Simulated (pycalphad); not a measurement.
An equivalent pycalphad script:

```python
from pycalphad import Database, equilibrium, calculate, variables as v
import numpy as np
db = Database('COST507.tdb')
comps = ['SI', 'CU', 'VA']
phases = ['BCC_A2', 'CU19SI6_ETA', 'CU33SI7_DELTA', 'CU4SI_EPSILON', 'CU56SI11_GAMMA', 'DIAMOND_A4', 'FCC_A1', 'HCP_A3', 'LIQUID']
eq = equilibrium(db, comps, phases, {v.X('CU'): 0.0007, v.T: np.arange(1850, 499, -50), v.P: 101325, v.N: 1}, output=['HM', 'SM'])
```

Source of the numbers: pycalphad with the COST 507 light-alloy database (1999); pressure 1 atm. The data set is of 1999 and partly superseded. Amounts are mole fractions of atoms. Diffusion is slow at the low end, where real alloys seldom reach equilibrium.

Results at three of the temperatures:

```
T = 1750.00 K, P = 101325 Pa, N = 1 mol of atoms
G = -74129 J/mol, H = 87925 J/mol, S = 92.60 J/(mol K)  (SER reference)
chemical potentials (J/mol): Si -74020, Cu -228692
phase             fraction      x(Si)      x(Cu)
LIQUID              1.0000     0.9993     0.0007
```

```
T = 1150.00 K, P = 101325 Pa, N = 1 mol of atoms
G = -37784 J/mol, H = 20957 J/mol, S = 51.08 J/(mol K)  (SER reference)
chemical potentials (J/mol): Si -37765, Cu -65402
phase             fraction      x(Si)      x(Cu)
DIAMOND_A4          0.9989     1.0000       none
LIQUID              0.0011     0.3441     0.6559
```

```
T = 650.00 K, P = 101325 Pa, N = 1 mol of atoms
G = -15628 J/mol, H = 8035 J/mol, S = 36.40 J/(mol K)  (SER reference)
chemical potentials (J/mol): Si -15618, Cu -28627
phase             fraction      x(Si)      x(Cu)
DIAMOND_A4          0.9991     1.0000       none
CU19SI6_ETA         0.0009     0.2400     0.7600
```

Changes of the phase set, refined by bisection:

```csv
T (K),phases above,phases below
1686.7,liquid,diamond (Si) + liquid
1073.7,diamond (Si) + liquid,CU19SI6_ETA + diamond (Si)
```

Database names, with the compositions (at.%) that they take in these runs: CU19SI6_ETA: Cu 76 Si 24. DIAMOND_A4 is diamond (Si). An entry "none" or "no" means that the model of the phase leaves that element out. The hcp model here describes the intermediate κ phase of Cu-Si.
